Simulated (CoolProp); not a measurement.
Vapour-liquid equilibrium of methanol (1) + water (2) at 21.65 °C; x and y are mole fractions of (1).

Values from CoolProp's multi-fluid Helmholtz-energy mixture model, de Reuck 1993 and Wagner 2002; pair parameters Bell 2016.

```csv
x,"bubble pressure, mixture model (MPa)","bubble pressure, Raoult's law (MPa)","y, mixture model","y, Raoult's law"
0.05,0.003743,0.003172,___,0.224
0.125,0.005203,0.004045,0.555,0.440
0.2,0.006419,0.004919,0.664,0.579
0.275,___,0.005793,0.731,0.676
0.35,0.008332,0.006666,___,0.748
0.425,0.009116,0.007540,0.812,0.803
0.5,0.009830,0.008413,0.841,0.846
0.575,___,0.009287,___,0.881
0.65,___,0.01016,___,0.911
0.725,0.01178,0.01103,0.913,0.935
0.8,___,0.01191,0.935,0.957
0.875,0.01309,0.01278,0.959,0.975
0.95,0.01377,0.01365,0.983,0.991
```

### Question
Some entries are withheld; supply them.

### Answer

- 0.05, y, mixture model: 0.335
- 0.275, bubble pressure, mixture model (MPa): 0.007446
- 0.35, y, mixture model: 0.777
- 0.575, bubble pressure, mixture model (MPa): 0.01050
- 0.575, y, mixture model: 0.867
- 0.65, bubble pressure, mixture model (MPa): 0.01115
- 0.65, y, mixture model: 0.890
- 0.8, bubble pressure, mixture model (MPa): 0.01243

The largest gap from Raoult's law is +30.5 % in bubble pressure, at x = 0.2. No azeotrope shows between x = 0.05 and 0.95.

The pair parameters rest on a limited set of measurements; away from them the model extrapolates.
